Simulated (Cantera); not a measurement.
Equilibrium for fluorocarbon and chlorocarbon gases: CCl₄ + H₂

A closed system holds: 1 mol CCl₄, 0.083 mol H₂, at 2575 °C and 18.0 Pa.

These are equilibrium values from Cantera (NASA tables, ideal gas, pure condensed phases), not measurements of a reactor. Candidate condensed phases: C, C₆H₆, C₇H₈, C₈H₁₈; 91 gas species. The tables' values for CCl are old estimates; treat these amounts as uncertain. Rates play no part.

```
Item                                       Result
--------------------------------------  ---------
x(Cl)                                       0.866
x(C₃)                                      0.0540
x(H)                                       0.0350
x(C)                                       0.0341
x(C₂)                                     0.00957
x(HCl)                                   0.000850
x(C₅)                                    0.000189
x(C₄)                                     6.44e-5
x(C₂H)                                    5.78e-5
gas amount                              4.614 mol
log10 activity of C(graphite) (absent)      -0.25
```
